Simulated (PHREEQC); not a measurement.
Na2CO3 is added in steps, without added water, to 1 kg of water holding 0.0043 mol/kgw NaBF4, at 25 °C. Oxygen alone is held at its pressure in air (log pO2 = -0.68). No CO2 enters from the air. Only these solids could form: Nahcolite, Natron.

Base run: PHREEQC, ion-association model, wateq4f.dat. Each further column changes one thing. The table gives pH.

```
Na2CO3 added (mol)  base  diluted 100-fold with water  temperature from 25 to 55 °C  no solid may form
------------------  ----  ---------------------------  ----------------------------  -----------------
0                   3.01                         3.98                          3.10               3.01
0.001275            3.47                        10.46                          3.52               3.47
0.002975            3.96                        10.69                          3.97               3.96
0.00425             4.28                        10.77                          4.29               4.28
0.005525            4.65                        10.82                          4.68               4.65
0.007225            5.77                        10.88                          5.72               5.77
0.0085              6.26                        10.91                          6.20               6.26
0.009775            6.61                        10.93                          6.54               6.61
0.01148             7.11                        10.96                          7.03               7.11
0.01275             7.78                        10.98                          7.62               7.78
0.01402             8.50                        10.99                          8.22               8.50
0.01572             8.93                        11.01                          8.60               8.93
0.017               9.12                        11.02                          8.77               9.12
```

Real BF4- forms and hydrolyses slowly; the run takes it at equilibrium. Constants without temperature data keep their 25 °C values here.
